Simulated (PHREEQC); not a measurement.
Ca(OH)2 is added in steps, without added water, to 1 kg of water holding 0.0003 mol/kgw CaSO4, 6.1e-05 mol/kgw NaF and 0.00053 mol/kgw MgSO4, at 11 °C. Oxygen is held at 0.21 atm. The system is closed to CO2. Only these solids could form: Gypsum, Fluorite, Brucite, Portlandite, Mirabilite, Epsomite.

Base run: PHREEQC, ion-association model, wateq4f.dat. Each further column changes one thing. The table gives Mg+2 (mol/kgw).

```
Ca(OH)2 added (mol)      base  Debye-Hückel limiting law  metal-ligand complexes left out  all activity coefficients set to 1  Davies equation for every ion
-------------------  --------  -------------------------  -------------------------------  ----------------------------------  -----------------------------
0                    0.000491                   0.000492                         0.000530                            0.000472                       0.000491
6.875e-05            0.000479                   0.000480                         0.000515                            0.000458                       0.000479
0.0001031            0.000457                   0.000460                         0.000491                            0.000430                       0.000458
0.0001719            0.000399                   0.000401                         0.000428                            0.000374                       0.000399
0.0002062            0.000370                   0.000372                         0.000397                            0.000346                       0.000371
0.000275             0.000314                   0.000316                         0.000336                            0.000291                       0.000314
0.0003437            0.000259                   0.000261                         0.000277                            0.000238                       0.000260
0.0003781            0.000233                   0.000235                         0.000248                            0.000212                       0.000233
0.0004469            0.000183                   0.000185                         0.000194                            0.000163                       0.000183
0.0004813            0.000159                   0.000161                         0.000169                            0.000141                       0.000159
0.00055              0.000116                   0.000118                         0.000123                             9.94e-5                       0.000117
```

Away from 25 °C the constants follow the database's enthalpies or fits; those with neither stay at their 25 °C values.
